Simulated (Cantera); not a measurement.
A perfectly stirred reactor is fed with NH3 : H2 = 1 : 0.26 (molar parts), at 2670 Pa; it is held at 1975 K, and followed from long to short residence time.

Cantera simulation using the gas-phase N/H chemistry of the illustrative SiF4/NH3 mechanism in the Surface Chemkin manual (1991); the numbers are that mechanism's predictions, not measurements. Walls and surfaces, which speed up NH3 decomposition in real reactors, are not modelled.

x: mole fraction; the columns are a selection and need not sum to one.

```tsv
τ (s)	x NH3	x H2	x NH	x N2H4	x N2	x N
2.1	0.222	0.618	1.24e-5	3.64e-9	0.159	1.01e-6
0.66	0.430	0.468	1.50e-5	8.96e-9	0.101	9.32e-7
0.21	0.625	0.327	1.60e-5	1.49e-8	0.0467	8.03e-7
0.066	0.732	[?]	1.57e-5	1.82e-8	[?]	[?]
0.021	0.774	0.220	1.45e-5	1.81e-8	0.00499	5.76e-7
0.0067	0.788	0.210	[?]	[?]	[?]	[?]
0.0021	0.792	0.207	4.32e-6	5.00e-9	9.88e-5	1.00e-7
0.00068	0.793	0.206	6.16e-7	6.65e-10	2.80e-6	5.76e-9
```

Task: What belongs in the gaps?

Result: 
- 0.066, x H2: 0.250
- 0.066, x N2: 0.0166
- 0.066, x N: 6.85e-7
- 0.0067, x NH: 1.11e-5
- 0.0067, x N2H4: 1.39e-8
- 0.0067, x N2: 0.00112
- 0.0067, x N: 3.89e-7
